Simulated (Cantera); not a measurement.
An isothermal, constant-pressure homogeneous reactor starts with CH4 : N2 = 1 : 120 (molar parts), at 1825 K and 20.0 Torr. Integrator tolerance rtol = 1e-08.

Detailed kinetics in Cantera: GRI-Mech 3.0 (53 species, 325 reactions). GRI-Mech 3.0 stops at C3 and has no aromatics, soot or wall deposition, so with more carbon than oxygen in the feed, carbon stays in small species such as C2H2 where larger ones or solid carbon would form. Radical loss at walls, strong at low pressure, is not modelled.

Question: What does this change do: 8.3 parts H2O added?

Answer: 
| quantity | before | after |
|---|---|---|
| x(CH4) at 7.00 s | 1.38e-7 (gas-phase equilibrium 2.18e-8) | 4.25e-9 (gas-phase equilibrium <1e-12) |
| x(HCN) at 7.00 s | 8.63e-5 (gas-phase equilibrium 0.00787) | 2.12e-6 (gas-phase equilibrium 2.20e-11) |
| x(CH2) at 7.00 s | 1.30e-9 (gas-phase equilibrium 3.06e-10) | 6.55e-12 (gas-phase equilibrium <1e-12) |
| x(C2H4) at 7.00 s | 2.60e-8 (gas-phase equilibrium 1.03e-9) | <1e-12 (gas-phase equilibrium <1e-12) |
| x(C2H2) at 7.00 s | 0.00405 (gas-phase equilibrium 0.000162) | 6.53e-9 (gas-phase equilibrium <1e-12) |
| x(H2) at 7.00 s | 0.0122 (gas-phase equilibrium 0.0121) | 0.0254 (gas-phase equilibrium 0.0253) |

Question: What does this change do: N2 120 to 290 parts?

Answer: 
```json
[
 {"quantity": "x(CH4) at 7.00 s", "before": "1.38e-7 (gas-phase equilibrium 2.18e-8)", "after": "7.92e-8 (gas-phase equilibrium 2.48e-9)"},
 {"quantity": "x(HCN) at 7.00 s", "before": "8.63e-5 (gas-phase equilibrium 0.00787)", "after": "7.98e-5 (gas-phase equilibrium 0.00336)"},
 {"quantity": "x(CH2) at 7.00 s", "before": "1.30e-9 (gas-phase equilibrium 3.06e-10)", "after": "1.00e-9 (gas-phase equilibrium 8.38e-11)"},
 {"quantity": "x(C2H4) at 7.00 s", "before": "2.60e-8 (gas-phase equilibrium 1.03e-9)", "after": "4.48e-9 (gas-phase equilibrium 7.69e-11)"},
 {"quantity": "x(C2H2) at 7.00 s", "before": "0.00405 (gas-phase equilibrium 0.000162)", "after": "0.00167 (gas-phase equilibrium 2.92e-5)"},
 {"quantity": "x(H2) at 7.00 s", "before": "0.0122 (gas-phase equilibrium 0.0121)", "after": "0.00508 (gas-phase equilibrium 0.00504)"}
]
```
